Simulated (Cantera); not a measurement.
# Equilibrium for aluminium nitride and oxide growth: AlCl₃ + NH₃ + N₂

Feed: 1 mol AlCl₃, 4.5 mol NH₃, a varied amount of N₂, held at 450 °C and 1000 Pa.

Method: chemical equilibrium by Gibbs-energy minimisation in Cantera with the NASA 1993 tables (ideal gas, pure condensed phases). Candidate condensed phases: Al, AlCl₃, AlN, NH₄Cl; 20 gas species. Kinetics and transport are ignored.

| n(N₂) (mol) | x N₂ | x H₂ | x HCl | x AlCl₃ | x Al₂Cl₆ | n AlN(s) |
|---|---|---|---|---|---|---|
| 62 | 0.888 | 0.0803 | 0.0268 | 0.00494 | 5.46e-6 | 0.644 |
| 110 | 0.933 | 0.0478 | 0.0170 | 0.00267 | 1.60e-6 | 0.679 |
| 160 | 0.952 | 0.0335 | 0.0124 | 0.00175 | 6.85e-7 | 0.702 |
| 210 | 0.963 | 0.0258 | 0.00981 | 0.00128 | 3.65e-7 | 0.719 |
| 260 | 0.970 | 0.0209 | 0.00813 | 0.000992 | 2.20e-7 | 0.732 |
| 310 | 0.975 | 0.0176 | 0.00696 | 0.000804 | 1.45e-7 | 0.743 |
| 360 | 0.978 | 0.0152 | 0.00609 | 0.000671 | 1.01e-7 | 0.751 |
| 400 | 0.980 | 0.0137 | 0.00554 | 0.000591 | 7.81e-8 | 0.758 |
| 450 | 0.982 | 0.0122 | 0.00499 | 0.000512 | 5.86e-8 | 0.765 |
| 500 | 0.984 | 0.0110 | 0.00453 | 0.000450 | 4.52e-8 | 0.771 |
| 550 | 0.985 | 0.00997 | 0.00416 | 0.000400 | 3.57e-8 | 0.776 |
| 600 | 0.987 | 0.00914 | 0.00384 | 0.000359 | 2.88e-8 | 0.781 |
| 650 | 0.988 | 0.00844 | 0.00357 | 0.000325 | 2.36e-8 | 0.786 |
x: gas mole fraction; n: condensed amount in mol.

From 62 mol N₂ to 650 mol N₂ the condensed part is AlN(s). The main Al-bearing gas is AlCl₃ throughout. The share of Al in condensed phases is highest at 650 mol N₂ (78.6 %) and lowest at 62 mol N₂ (64.4 %).
